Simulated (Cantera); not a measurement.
Charge: 1 mol Cu₂O, 3.2 mol C, 1.1 mol N₂, equilibrated at 133 Pa.

Equilibrium computed with Cantera from the NASA thermochemical tables; the gas is ideal and each condensed phase is pure. Candidate condensed phases: C, Cu, CuO, Cu₂O; 27 gas species. Kinetics and transport are ignored.

x: gas mole fraction; n: condensed amount in mol.

| T (K) | x N₂ | x CO | x Cu | x CO₂ | x Cu₂ | n C(graphite) | n Cu(s) | n Cu(l) |
|---|---|---|---|---|---|---|---|---|
| 925 | 0.524 | 0.475 | 4.52e-10 | 0.000904 | <1e-12 | 2.20 | 2.00 | 0 |
| 1000 | 0.524 | 0.476 | 1.17e-8 | 0.000171 | <1e-12 | 2.20 | 2.00 | 0 |
| 1075 | 0.524 | 0.476 | (withheld) | (withheld) | 1.07e-12 | 2.20 | 2.00 | 0 |
| 1150 | 0.524 | 0.476 | 2.17e-6 | 1.19e-5 | 3.36e-11 | 2.20 | 2.00 | 0 |
| 1225 | 0.524 | 0.476 | 1.81e-5 | 4.05e-6 | 6.84e-10 | 2.20 | 2.00 | 0 |
| 1300 | 0.524 | 0.476 | 0.000118 | 1.56e-6 | 9.72e-9 | 2.20 | 2.00 | 0 |
| 1375 | 0.523 | 0.476 | (withheld) | (withheld) | (withheld) | 2.20 | 0 | 2.00 |
| 1450 | 0.522 | 0.475 | 0.00258 | 3.15e-7 | 7.23e-7 | 2.20 | 0 | 1.99 |

### Question
Complete the blanks.

### Answer

- 1075, x Cu: 1.92e-7
- 1075, x CO₂: 4.11e-5
- 1375, x Cu: 0.000617
- 1375, x CO₂: 6.72e-7
- 1375, x Cu₂: 9.95e-8
